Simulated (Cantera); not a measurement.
Hydrocarbon pyrolysis for carbon deposition

An isothermal, constant-pressure homogeneous reactor starts with 1.32 % C2H6, 97.4 % H2, 1.26 % N2, at 1223 K and 1.00 atm.

Cantera simulation using GRI-Mech 3.0 (53 species, 325 reactions); the numbers are that mechanism's predictions, not measurements. GRI-Mech 3.0 stops at C3 and has no aromatics, soot or wall deposition, so with more carbon than oxygen in the feed, carbon stays in small species such as C2H2 where larger ones or solid carbon would form.

```csv
t (s),x C2H6,x H2,x C2H2,x CH2,x C2H4,x C2H
7.00e-6,0.0132,0.974,<1e-12,<1e-12,4.88e-8,<1e-12
2.56e-5,0.0132,0.974,1.62e-12,<1e-12,1.42e-6,<1e-12
9.36e-5,0.0131,0.974,3.45e-10,<1e-12,2.33e-5,<1e-12
0.000342,0.0128,0.974,5.20e-8,2.72e-12,0.000287,<1e-12
0.00125,0.0109,0.974,2.66e-6,6.76e-12,0.00192,<1e-12
0.00458,0.00614,0.973,3.83e-5,4.60e-12,0.00597,<1e-12
0.0167,0.00174,0.973,0.000228,2.04e-12,0.00928,<1e-12
0.0612,0.000941,0.972,0.000617,1.56e-12,0.00874,<1e-12
0.224,0.000713,0.970,0.000846,1.79e-12,0.00669,<1e-12
0.818,0.000413,0.966,0.000522,1.52e-12,0.00388,<1e-12
2.99,0.000145,0.963,0.000182,<1e-12,0.00138,<1e-12
10.9,2.10e-5,0.961,2.82e-5,<1e-12,0.000211,<1e-12
40.0,8.24e-7,0.961,9.88e-7,<1e-12,7.78e-6,<1e-12
```
x: mole fraction; the columns are a selection and need not sum to one.

Equilibrium at this temperature and pressure: C2H6 6.37e-7, H2 0.961, C2H2 6.86e-7, CH2 <1e-12, C2H4 5.64e-6, C2H <1e-12 (gas phase only).
